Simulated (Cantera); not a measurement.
Feed: 1 mol MgO, a varied amount of HF, held at 900 K and 48.0 Pa.

Method: chemical equilibrium by Gibbs-energy minimisation in Cantera with the NASA 1993 tables (ideal gas, pure condensed phases). Candidate condensed phases: H2O, Mg, MgF2, MgO, Mg(OH)2; 31 gas species. Kinetics and transport are ignored.

x: gas mole fraction; n: condensed amount in mol.

| n(HF) (mol) | x HF | x H2O | x H2 | x O2 | x H2F2 | x OH | n MgF2(s) | n MgO(s) |
|---|---|---|---|---|---|---|---|---|
| 1.3 | 0.0393 | 0.961 | 3.41e-7 | ? | 4.31e-11 | 8.22e-9 | 0.637 | 0.363 |
| 2.2 | 0.167 | 0.833 | 3.11e-7 | ? | 7.76e-10 | 7.48e-9 | 1.00 | 0 |
| 3.5 | 0.600 | 0.400 | 1.90e-7 | ? | 1.01e-8 | 4.58e-9 | 1.00 | 0 |
| 5.6 | 0.783 | 0.217 | 1.27e-7 | ? | 1.71e-8 | 3.05e-9 | 1.00 | 0 |
| 9.1 | 0.877 | 0.123 | 8.70e-8 | ? | 2.15e-8 | 2.09e-9 | 1.00 | 0 |
| 15 | 0.929 | 0.0714 | 6.04e-8 | ? | 2.41e-8 | 1.45e-9 | 1.00 | 0 |
| 24 | 0.957 | 0.0435 | 4.34e-8 | ? | 2.55e-8 | 1.04e-9 | 1.00 | 0 |
| 38 | 0.973 | 0.0270 | 3.16e-8 | ? | 2.64e-8 | 7.61e-10 | 1.00 | 0 |

Problem. Fill in the missing entries.

Solution. 
- 1.3, x O2: 1.69e-7
- 2.2, x O2: 1.53e-7
- 3.5, x O2: 9.40e-8
- 5.6, x O2: 6.26e-8
- 9.1, x O2: 4.30e-8
- 15, x O2: 2.98e-8
- 24, x O2: 2.14e-8
- 38, x O2: 1.56e-8
